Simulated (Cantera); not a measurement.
## Premixed flame

A freely propagating, adiabatic, planar premixed flame of CO : H2 : O2 : N2 = 1 : 0.17 : 0.418 : 1.57 (molar parts), equivalence ratio 1.4, unburnt at 325 K and 1.00 bar; mixture-averaged transport, grid criteria slope 0.08 and curve 0.16, no radiation.

Model: GRI-Mech 3.0 (53 species, 325 reactions), integrated in Cantera. Burning velocities carry a grid error of a few per cent, more on coarse grids.

```
z (mm)  T (K)  u (m/s)   x CO     x H2    x O2      x O       x H    x NO2
------  -----  -------  -----  -------  ------  -------  --------  -------
-1.57     325    0.974  0.317   0.0538   0.132    <1e-8     <1e-8    <1e-8
-1.05     325    0.974  0.317   0.0538   0.132    <1e-8     <1e-8    <1e-8
-0.787    325    0.974  0.317   0.0537   0.132    <1e-8     <1e-8    <1e-8
-0.525    325    0.974  0.317   0.0532   0.132    <1e-8     <1e-8    <1e-8
-0.262    333    0.995  0.318   0.0492   0.133  1.10e-7     <1e-8    <1e-8
-0.131    517     1.53  0.314   0.0400   0.128  3.10e-5  0.000194    <1e-8
0        1005     2.92  0.284   0.0242   0.104  0.00209   0.00585    <1e-8
0.131    1357     3.86  0.236   0.0104  0.0664  0.00954    0.0152    <1e-8
0.262    1562     4.36  0.196  0.00675  0.0416   0.0133    0.0200    <1e-8
0.525    1758     4.81  0.164  0.00731  0.0264   0.0120    0.0194    <1e-8
1.05     1923     5.20  0.155  0.00731  0.0208  0.00860    0.0133    <1e-8
2.10     2069     5.54  0.147  0.00661  0.0161  0.00546   0.00805    <1e-8
4.20     2190     5.81  0.139  0.00587  0.0113  0.00317   0.00483  1.16e-8
```
x: mole fraction of selected species; z is measured from the peak of heat release.

```
Property                     Result
------------------------  ---------
laminar burning velocity  97.4 cm/s
thermal thickness          0.525 mm
peak x(O)                    0.0134
peak x(H)                    0.0206
grid points                     116
```
